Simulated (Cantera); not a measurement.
A perfectly stirred reactor is fed with H₂ : O₂ : N₂ = 1 : 0.893 : 6.16 (molar parts), at 21000 Pa; it is adiabatic with a 600 K inlet, and is followed from long to short residence time, starting on the burning branch (τ in s: 0.064, 0.024, 0.009, 0.0034, 0.0013, 0.00048, 0.00018, 6.7e-05, 2.5e-05, 9.4e-06, 3.5e-06).

Cantera simulation using the H2/O2 subset of GRI-Mech 3.0, which has no nitrogen chemistry; the numbers are that mechanism's predictions, not measurements.

One state of this run: T (K) = 1441; x H₂ = 0.00421; x O₂ = 0.0524; x OH = 0.00323; x HO₂ = 5.65e-6; x O = 0.00323; x H = 0.00416; x H₂O₂ = 5.04e-7. x: mole fraction; the columns are a selection and need not sum to one.

Which value of τ (s) does it belong to?
A) 0.0090
B) 6.7e-5
C) 0.024
D) 3.5e-6

A, 0.0090
